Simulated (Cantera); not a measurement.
Charge: 1 mol SiH2Cl2, 0.17 mol HCl, 120 mol H2, equilibrated at 0.133 bar.

Method: chemical equilibrium by Gibbs-energy minimisation in Cantera with the NASA 1993 tables (ideal gas, pure condensed phases). Candidate condensed phases: Si; 19 gas species. Gases not in the tables: Si2H6 and higher silanes. Rates play no part.

Q: Which condensed phases are stable at each of these points (T (K)): 1550, 1650, 1750, 1850, 1950, 2050, 2150?

A: 
```csv
T (K),condensed phases,Si condensed (%)
1550,Si(s),89.2
1650,Si(s),88.5
1750,Si(l),88.8
1850,Si(l),89.0
1950,Si(l),87.3
2050,Si(l),80.9
2150,Si(l),63.4
```

From 1550 K to 1650 K the condensed part is Si(s). From 1750 K to 2150 K the condensed part is Si(l).
